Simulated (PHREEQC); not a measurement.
Make-up at 25 °C: 0.0053 mol/kgw KH2PO4, 0.00041 mol/kgw NaF, 0.0007 mol/kgw KCl and 0.0044 mol/kgw HNO3. Closed to the air; pH follows from the charge balance.

Model: ion-association model, phreeqc.dat, run in PHREEQC.

This is a speciation only: nothing precipitates in the calculation.

What pH, ionic strength does the model give?

pH 2.60; ionic strength 0.00916 mol/kgw.

In which forms is P present?

H2PO4- 75 %, H3PO4 25 % of the P.
